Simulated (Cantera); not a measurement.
What does this Cantera script print?

```python
import numpy as np
import cantera as ct

gas_names = [...]  # 136 gases of nasa_gas.yaml made of C, H, N, O
cond_names = """
    C(gr) C6H6(L) C7H8(L) C8H18(L),n-octa H2O(s) H2O(L)
""".split()


# ... load() reads the species with a 1 bar reference pressure and builds the phases ...
atoms = {
    'C2H5OH': {'C': 2, 'H': 6, 'O': 1},
    'NH3': {'N': 1, 'H': 3},
    'H2': {'H': 2},
}
top_T = {'C(gr)': 4500}  # K; cautious upper limits of use, not melting points


# ... equilibrate(T, P, feed) seeds the gas with the atoms and calls Mixture.equilibrate('TP', solver="vcs", rtol=1e-11, max_steps=5000) ...
results = []
feed = {'C2H5OH': 1, 'NH3': 0.039, 'H2': 1.8}  # mol
P = 2500  # Pa
for T in [525, 575, 625, 675, 725, 775, 825, 875, 925, 975, 1025, 1075, 1125]:
    mix = equilibrate(T, P, feed)
    results.append((T, P, feed, dict(zip(mix.species_names, mix.species_moles))))
    x = sorted(zip(gas.X, gas.species_names), reverse=True)
    print(f"T = {T:g} K  P = {P:g} Pa  gas = {mix.phase_moles(0):.4g} mol")
    print("   x: " + "  ".join(f"{s} {v:.3e}" for v, s in x if v > 0.001))
    print("   condensed (mol): " + ("  ".join(f"{mix.phase(i).name} {mix.phase_moles(i):.4g}"
          for i in range(1, mix.n_phases) if mix.phase_moles(i) > 1e-12) or "none"))
```

Result:

```
T = 525 K  P = 2500 Pa  gas = 3.185 mol
   x: CH4 5.451e-01  H2O 2.867e-01  H2 1.484e-01  CO2 1.360e-02  N2 6.112e-03
   condensed (mol): C(gr) 0.2202
T = 575 K  P = 2500 Pa  gas = 3.463 mol
   x: CH4 4.266e-01  H2 2.966e-01  H2O 2.531e-01  CO2 1.757e-02  N2 5.621e-03
   condensed (mol): C(gr) 0.46
T = 625 K  P = 2500 Pa  gas = 3.889 mol
   x: H2 4.808e-01  CH4 2.796e-01  H2O 2.093e-01  CO2 2.268e-02  N2 5.007e-03  CO 2.515e-03
   condensed (mol): C(gr) 0.8146
T = 675 K  P = 2500 Pa  gas = 4.384 mol
   x: H2 6.449e-01  H2O 1.600e-01  CH4 1.517e-01  CO2 2.917e-02  CO 9.808e-03  N2 4.443e-03
   condensed (mol): C(gr) 1.164
T = 725 K  P = 2500 Pa  gas = 4.837 mol
   x: H2 7.504e-01  H2O 1.096e-01  CH4 7.224e-02  CO2 3.340e-02  CO 3.038e-02  N2 4.028e-03
   condensed (mol): C(gr) 1.342
T = 775 K  P = 2500 Pa  gas = 5.225 mol
   x: H2 8.005e-01  CO 7.066e-02  H2O 6.384e-02  CH4 3.277e-02  CO2 2.845e-02  N2 3.730e-03
   condensed (mol): C(gr) 1.311
T = 825 K  P = 2500 Pa  gas = 5.538 mol
   x: H2 8.166e-01  CO 1.185e-01  H2O 3.052e-02  CO2 1.580e-02  CH4 1.508e-02  N2 3.520e-03
   condensed (mol): C(gr) 1.173
T = 875 K  P = 2500 Pa  gas = 5.729 mol
   x: H2 8.207e-01  CO 1.499e-01  H2O 1.254e-02  CH4 7.353e-03  CO2 6.042e-03  N2 3.403e-03
   condensed (mol): C(gr) 1.064
T = 925 K  P = 2500 Pa  gas = 5.815 mol
   x: H2 8.228e-01  CO 1.630e-01  H2O 4.984e-03  CH4 3.841e-03  N2 3.353e-03  CO2 1.996e-03
   condensed (mol): C(gr) 1.018
T = 975 K  P = 2500 Pa  gas = 5.849 mol
   x: H2 8.242e-01  CO 1.675e-01  N2 3.333e-03  CH4 2.134e-03  H2O 2.075e-03
   condensed (mol): C(gr) 1.004
T = 1025 K  P = 2500 Pa  gas = 5.864 mol
   x: H2 8.251e-01  CO 1.691e-01  N2 3.325e-03  CH4 1.251e-03
   condensed (mol): C(gr) 0.9995
T = 1075 K  P = 2500 Pa  gas = 5.87 mol
   x: H2 8.257e-01  CO 1.697e-01  N2 3.321e-03
   condensed (mol): C(gr) 0.9987
T = 1125 K  P = 2500 Pa  gas = 5.874 mol
   x: H2 8.260e-01  CO 1.699e-01  N2 3.319e-03
   condensed (mol): C(gr) 0.9987
```

These are equilibrium values from Cantera (NASA tables, ideal gas, pure condensed phases), not measurements of a reactor.
